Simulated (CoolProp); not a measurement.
Sulfur hexafluoride at 512.09 K and 2.34 MPa is throttled through a valve to 0.718 MPa with no heat exchange. Each further row changes one setting.

Computed with CoolProp (reference Helmholtz-energy equation of state, Guder 2009).

| case | temperature change (K) | final density (kg/m³) |
|---|---|---|
| as stated | -3.8 | … |
| outlet pressure 0.215 MPa | … | … |
| outlet pressure 0.933 MPa | -3.3 | 32.7 |

Q: Fill in the missing entries.

A: 
- as stated, final density (kg/m³): 25.1
- outlet pressure 0.215 MPa, temperature change (K): -5.0
- outlet pressure 0.215 MPa, final density (kg/m³): 7.47
